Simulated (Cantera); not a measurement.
Feed: 1 mol B2O3, 18 mol NH3, 26 mol N2, equilibrated at 82000 Pa.

Cantera equilibrium calculation (NASA polynomials, part measured and part estimated; ideal gas, pure solids and liquids). Candidate condensed phases: B, BN, B2O3, B3O3H3, H2O; 39 gas species. Mutual solubility and eutectic melting of coexisting phases are not modelled. Gases not in the tables: H3BO3. Rates play no part.

**Question.** At 1175 °C, list the 5 most abundant gas species with their mole fractions, and the condensed phases.

**Answer.** N2 0.564, H2 0.433, H2O 0.00266, HBO2 0.000857, HBO 5.44e-5. Condensed: BN(s) + B2O3(l).
